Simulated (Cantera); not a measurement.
A Cantera script and what it prints.

```python
import numpy as np
import cantera as ct

gas_names = """
    H HNO HNO2 HNO3 HO2 H2 H2O H2O2 N NH NH2 NH3 NH2OH NO NO2 NO3 N2 N2H2 N2H4 N2O O OH O2 O3 Pb PbO Pb2
""".split()
cond_names = """
    H2O(s) H2O(L) Pb(cr) Pb(L) PbO(rd) PbO(yw) PbO(L) PbO2(s) Pb3O4(s)
""".split()


# ... load() reads the species with a 1 bar reference pressure and builds the phases ...
atoms = {
    'Pb': {'Pb': 1},
    'H2O': {'H': 2, 'O': 1},
    'N2': {'N': 2},
}
top_T = {'Pb3O4(s)': 820}  # K; cautious upper limits of use, not melting points


# ... equilibrate(T, P, feed) seeds the gas with the atoms and calls Mixture.equilibrate('TP', solver="vcs", rtol=1e-11, max_steps=5000) ...
results = []
feed = {'Pb': 1, 'H2O': 0.75, 'N2': 27}  # mol
P = 101325  # Pa
for T in [998, 1098, 1198, 1298, 1398, 1498, 1598, 1698, 1798, 1898]:
    mix = equilibrate(T, P, feed)
    results.append((T, P, feed, dict(zip(mix.species_names, mix.species_moles))))

top = {s: max(r[3][s] / sum(r[3][g] for g in gas_names) for r in results) for s in gas_names}
cols = sorted((s for s in top if top[s] > 1e-06), key=lambda s: -top[s])[:7]
seen = [c for c in cond_names if any(r[3].get(c, 0) > 1e-12 for r in results)]
print("log10 of partial pressures in bar; condensed amounts in mol")
print(f"{'T/K':>10s}" + "".join(f"{s[:9]:>10s}" for s in cols + seen))
for T, P, feed, n in results:
    ng = sum(n[g] for g in gas_names)
    print(f"{T:10.4g}" + "".join(f"{np.log10(max(n[s] / ng * P / 1e5, 1e-99)):10.3f}" for s in cols)
          + "".join(f"{n.get(c, 0):10.4g}" for c in seen))
```

Output:

```
log10 of partial pressures in bar; condensed amounts in mol
       T/K        N2        Pb       H2O        H2       PbO        OH         H     Pb(L)   PbO(yw)
       998    -0.006    -4.810    -1.563    -5.398    -6.545   -10.193   -11.366    0.9995 0.0001018
      1098    -0.006    -3.933    -1.563    -5.241    -5.241    -8.905   -10.227    0.9966         0
      1198    -0.006    -3.205    -1.563    -4.634    -4.634    -8.069    -9.038    0.9823         0
      1298    -0.007    -2.592    -1.565    -4.122    -4.122    -7.362    -8.031    0.9277         0
      1398    -0.010    -2.069    -1.570    -3.685    -3.685    -6.757    -7.168    0.7588         0
      1498    -0.017    -1.618    -1.581    -3.311    -3.312    -6.238    -6.420    0.3097         0
      1598    -0.022    -1.463    -1.591    -3.103    -3.104    -5.723    -5.826         0         0
      1698    -0.022    -1.466    -1.595    -2.987    -2.989    -5.230    -5.333         0         0
      1798    -0.022    -1.469    -1.600    -2.884    -2.889    -4.793    -4.896         0         0
      1898    -0.022    -1.473    -1.606    -2.792    -2.802    -4.404    -4.503         0         0
```

Method: chemical equilibrium by Gibbs-energy minimisation in Cantera with the NASA 1993 tables (ideal gas, pure condensed phases). Gases not in the tables: (PbO)n polymers.
